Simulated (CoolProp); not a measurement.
Fluorine along the isobar 1.13 MPa: density (kg/m³) from the reference equation and from simpler models built on Tc = -128.7 °C, pc = 5.240 MPa, ω = 0.045; each cubic takes its own stable root.

Model: reference Helmholtz-energy equation of state, de Reuck 1990, in CoolProp.

```
T (°C)    phase  reference  van der Waals  Soave-Redlich-Kwong  Peng-Robinson
-------  ------  ---------  -------------  -------------------  -------------
-200.85  liquid       1590           1090                 1600           1800
-168.25  liquid       1352          58.52                 1333           1510
-135.75     gas      41.26          40.73                41.33          41.71
-103.25     gas      31.78          31.80                31.84          32.07
-70.75      gas      26.14          26.23                26.15          26.31
-38.15      gas      22.29          22.37                22.27          22.38
-5.65       gas      19.46          19.54                19.44          19.52
26.85       gas      17.29          17.35                17.27          17.33
```

At some of these states van der Waals gives the other phase, because its saturation line lies elsewhere.
